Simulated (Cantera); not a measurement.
## Diamond growth

A diamond (100) surface in a fixed gas of H2 with x(CH4) = 0.0028, x(CH3) = 1.9e-05, at 1075 K, 13000 Pa; coverages are run to steady state.

Cantera simulation using the Harris–Goodwin 1993 mechanism for the reconstructed diamond (100) surface; the numbers are that mechanism's predictions, not measurements.

| x(H) | growth (µm/h) | θ c6HH | θ c6H* | θ c6*H | θ c6** | θ c6HM |
|---|---|---|---|---|---|---|
| 0.0001 | 0.243 | 0.598 | 0.0214 | 0.360 | 0.00550 | 0.00988 |
| 0.00021 | 0.486 | 0.563 | 0.0232 | 0.391 | 0.00866 | 0.00959 |
| 0.00044 | 0.818 | 0.545 | 0.0242 | 0.407 | 0.0115 | 0.00782 |
| 0.00092 | 1.16 | 0.537 | 0.0248 | 0.417 | 0.0136 | 0.00536 |
| 0.0019 | 1.43 | 0.533 | 0.0251 | 0.422 | 0.0148 | 0.00321 |
| 0.004 | 1.60 | 0.532 | 0.0254 | 0.425 | 0.0155 | 0.00172 |
| 0.0084 | 1.70 | 0.531 | 0.0256 | 0.426 | 0.0158 | 0.000871 |
| 0.018 | 1.76 | 0.531 | 0.0259 | 0.426 | 0.0161 | 0.000420 |
| 0.037 | 1.79 | 0.531 | 0.0264 | 0.426 | 0.0162 | 0.000208 |
θ: site fractions in the mechanism's names (c6HH fully hydrogenated, c6H* and c6*H radical sites, c6** diradical, c6HM methylated).
